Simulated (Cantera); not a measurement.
An adiabatic, constant-volume homogeneous reactor starts with CH4 : O2 : N2 = 1 : 2.67 : 10 (molar parts), equivalence ratio 0.75, at 1025 K and 1900000 Pa.

Model: GRI-Mech 3.0 (53 species, 325 reactions), integrated in Cantera. The pressure lies above the range GRI-Mech 3.0 was tuned for (to about 10 atm).

Task: Predict: time of steepest temperature rise; temperature at 2.00 s; equilibrium temperature; x(O2) at 2.00 s; x(NO) at 2.00 s; x(N2O) at 2.00 s; x(H2O) at 2.00 s.

Result: 
* **time of steepest temperature rise**: 24.7 ms
* **temperature at 2.00 s**: 2746 K
* **equilibrium temperature**: 2746 K
* **x(O2) at 2.00 s**: 0.0422 (gas-phase equilibrium 0.0422)
* **x(NO) at 2.00 s**: 0.0146 (gas-phase equilibrium 0.0146)
* **x(N2O) at 2.00 s**: 5.60e-6 (gas-phase equilibrium 5.60e-6)
* **x(H2O) at 2.00 s**: 0.139 (gas-phase equilibrium 0.139)
